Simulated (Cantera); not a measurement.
Input: 1 mol Si2H6, 0.82 mol Cl2, 84 mol N2, at 0.0230 bar.

Method: chemical equilibrium by Gibbs-energy minimisation in Cantera with the NASA 1993 tables (ideal gas, pure condensed phases). Candidate condensed phases: NH4Cl, Si, Si3N4; 28 gas species. The feed counts by its element totals alone. N2 is the only nitrogen source here; it is nearly inert below about 1500 K, so the nitride shown seldom forms there in practice. Equilibrium is a limit: real reactors are often held back by kinetics, nucleation or transport.

Over these rows the condensed part is Si3N4(s). Partial pressures as log10 of bar:

```csv
T (K),1000/T (1/K),log p SiCl2,log p N2,log p H2,log p HCl
925,1.0811,-10.47,-1.66,-3.24,-3.36
1025,0.9756,-9.01,-1.66,-3.24,-3.36
1125,0.8889,?,-1.66,-3.24,-3.36
1225,0.8163,-6.80,-1.66,-3.24,-3.36
1325,0.7547,-5.96,-1.66,-3.24,-3.36
1425,0.7018,-5.26,-1.66,-3.23,-3.37
```

Fit log p(SiCl2) = a + b·(1000/T) to the five rows, give the apparent enthalpy, and predict the row at 1125 K.

Means: 1000/T = 0.8659, log p = -7.500. Sxy = -1.378343, Sxx = 0.1000995, so b = -13.77 and a = -7.500 − (-13.77)×0.8659 = 4.42.
Apparent enthalpy: −19.145 × (-13.77) = 264 kJ/mol. With the condensed phases at unit activity, 1/3 Si3N4(s) + 2 HCl(g) = SiCl2(g) + 2/3 N2(g) + H2(g) links this pressure to the main gases: over the six rows their terms move log p by -0.03 in all, so the slope is close to that reaction's ΔH°. The five rows lie within 0.02 of the line.
Prediction at 1125 K: 4.42 + (-13.77)×0.8889 = -7.82. The computed value is -7.80, 0.02 from the line.
